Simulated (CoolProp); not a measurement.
Computed with CoolProp (reference Helmholtz-energy equation of state, Thol 2012).

For benzene, give the phase and the Joule-Thomson coefficient (K/MPa) at 375.4 K and 0.0437 MPa.


- 375.4 K and 0.0437 MPa: gas; Joule-Thomson coefficient 26.5
